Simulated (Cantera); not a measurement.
**Catalytic stagnation flow on Pt**

A jet of 5.41 % CH4, 12.5 % O2, 82.1 % N2 at 300 K and 3100 Pa hits a platinum plate 5.2 cm away at a mass flux of 0.026 kg/m²/s; the plate temperature is set and raised in steps from an oxygen-covered start.

Cantera simulation using Deutschmann's 1995 Pt surface mechanism with GRI-Mech 3.0 gas chemistry; the numbers are that mechanism's predictions, not measurements. Catalytic surfaces can have several steady states; this one follows from the mechanism file's or the stated starting coverage.

```
plate T (K)  wall x CH4  wall x O2  wall x H2O  wall x OH  wall x CO  wall x CO2  θ free Pt   θ O*     θ OH*
-----------  ----------  ---------  ----------  ---------  ---------  ----------  ---------  -----  --------
950              0.0267     0.0662      0.0511    1.68e-7    1.78e-5      0.0338      0.367  0.632   0.00104
1000             0.0204     0.0530      0.0625    4.51e-7    1.94e-5      0.0415      0.457  0.542  0.000993
1050             0.0161     0.0437      0.0705    1.07e-6    2.14e-5      0.0469      0.542  0.457  0.000892
1100             0.0130     0.0374      0.0758    2.27e-6    2.44e-5      0.0505      0.621  0.378  0.000773
1150             0.0110     0.0332      0.0794    4.44e-6    2.88e-5      0.0529      0.692  0.307  0.000655
1200            0.00961     0.0304      0.0818    8.08e-6    3.52e-5      0.0545      0.753  0.247  0.000546
1250            0.00864     0.0286      0.0833    1.38e-5    4.43e-5      0.0555      0.804  0.195  0.000450
```
x: mole fraction at the wall; θ: surface coverage.
